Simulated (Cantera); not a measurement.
Input (Python, Cantera):

```python
import numpy as np
import cantera as ct

gas = ct.Solution("h2o2.yaml")
gas.TPX = 500, 500000, {'H2': 1, 'O2': 0.208, 'N2': 0.854}
flame = ct.FreeFlame(gas, width=0.013)
flame.set_refine_criteria(ratio=3, slope=0.08, curve=0.16)
flame.transport_model = "mixture-averaged"
flame.solve(loglevel=0, auto=True)
z, T = flame.grid, flame.T
thick = (T[-1] - T[0]) / np.gradient(T, z).max()
show = ['H2', 'O2', 'H2O2', 'H', 'HO2', 'OH']
print(f"laminar burning velocity  {flame.velocity[0] * 100:.3f} cm/s")
print(f"burnt temperature         {T[-1]:.1f} K")
print(f"thermal thickness         {thick * 1e3:.4f} mm")
print(f"grid points               {len(z)}")
z0 = z[flame.heat_release_rate.argmax()]
print(f"{'z/mm':>9s}{'T/K':>9s}{'u/(m/s)':>9s}" + "".join(f"{s:>11s}" for s in show))
rows = []
for k in (-3, -2, -1.5, -1, -0.5, -0.25, 0, 0.25, 0.5, 1, 2, 4, 8):
    zz = z0 + k * thick
    rows.append([k * thick, np.interp(zz, z, T), np.interp(zz, z, flame.velocity),
                 *(np.interp(zz, z, flame.X[gas.species_index(s)]) for s in show)])
    print(f"{rows[-1][0] * 1e3:9.3f}{rows[-1][1]:9.1f}{rows[-1][2]:9.3f}" + "".join(f"{x:11.3e}" for x in rows[-1][3:]))
```

Output:

```
laminar burning velocity  547.972 cm/s
burnt temperature         2047.7 K
thermal thickness         0.0565 mm
grid points               110
     z/mm      T/K  u/(m/s)         H2         O2       H2O2          H        HO2         OH
   -0.169    500.0    5.480  4.850e-01  1.009e-01  6.587e-12  3.129e-14  1.903e-10  5.778e-14
   -0.113    500.0    5.480  4.849e-01  1.009e-01  3.153e-10  1.741e-12  8.669e-09  3.162e-12
   -0.085    500.3    5.481  4.848e-01  1.009e-01  6.129e-09  3.121e-11  1.641e-07  5.531e-11
   -0.056    502.5    5.498  4.839e-01  1.011e-01  1.464e-07  1.777e-09  3.828e-06  1.684e-09
   -0.028    584.1    6.263  4.703e-01  1.017e-01  2.827e-05  8.771e-05  6.020e-04  6.240e-05
   -0.014    882.2    9.172  4.350e-01  9.246e-02  6.083e-05  3.352e-03  6.192e-04  6.370e-04
    0.000   1252.3   12.738  3.802e-01  6.614e-02  1.867e-05  1.618e-02  2.826e-04  1.098e-03
    0.014   1512.4   15.275  3.293e-01  3.317e-02  3.026e-06  3.163e-02  1.261e-04  1.736e-03
    0.028   1651.9   16.642  3.020e-01  1.295e-02  1.252e-06  3.915e-02  4.747e-05  1.900e-03
    0.056   1768.2   17.740  2.905e-01  1.787e-03  4.820e-07  3.793e-02  6.203e-06  1.825e-03
    0.113   1856.2   18.521  2.946e-01  1.116e-04  2.150e-07  2.867e-02  4.224e-07  1.599e-03
    0.226   1928.8   19.147  3.008e-01  1.990e-05  1.009e-07  1.889e-02  1.061e-07  1.209e-03
    0.452   1980.5   19.583  3.055e-01  7.676e-06  4.335e-08  1.149e-02  4.490e-08  8.057e-04
```

Detailed kinetics in Cantera: the H2/O2 subset of GRI-Mech 3.0, which has no nitrogen chemistry. The hydrogen kinetics of GRI-Mech 3.0 are dated; newer H2 mechanisms differ, most at raised pressure. Burning velocities carry a grid error of a few per cent, more on coarse grids.
